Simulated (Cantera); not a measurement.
A closed system holds: 1 mol CH4, 0.16 mol H2O, 16 mol H2, equilibrated at 1425 K and 4.00 bar.

Cantera equilibrium calculation (NASA polynomials, part measured and part estimated; ideal gas, pure solids and liquids). Candidate condensed phases: C, C6H6, C7H8, C8H18, H2O; 110 gas species. Equilibrium is a limit: real reactors are often held back by kinetics, nucleation or transport.

Base state: H2 0.977, CH4 0.0144, CO 0.00876, H2O 0.000104 (mole fractions); condensed: C(graphite).

Problem. What changes in the equilibrium state with this change: temperature from 1425 K to 2875 K?

Solution. 
```
species             before     after
-----------------  -------  --------
H2                   0.977     0.918
H                  3.37e-6    0.0507
C2H2 (acetylene)   3.44e-6    0.0214
CH4                 0.0144  0.000224
C4H2                 <1e-9  0.000208
C2H                  <1e-9  0.000168
C2H2 (vinylidene)    <1e-9   5.00e-5
CH2                  <1e-9   2.54e-5
C(graphite), mol     0.582         0
```

Problem. What changes in the equilibrium state with this change: temperature from 1425 K to 2298 K?

Solution. 
```
species             before     after
----------------  --------  --------
H2                   0.977     0.981
CO                 0.00876   0.00872
H                  3.37e-6   0.00474
CH4                 0.0144  0.000828
C2H2 (acetylene)   3.44e-6   0.00420
CH3                9.97e-7   7.52e-5
H2O               0.000104   1.44e-6
C2H4               8.45e-6   2.61e-5
C(graphite), mol     0.582     0.668
```
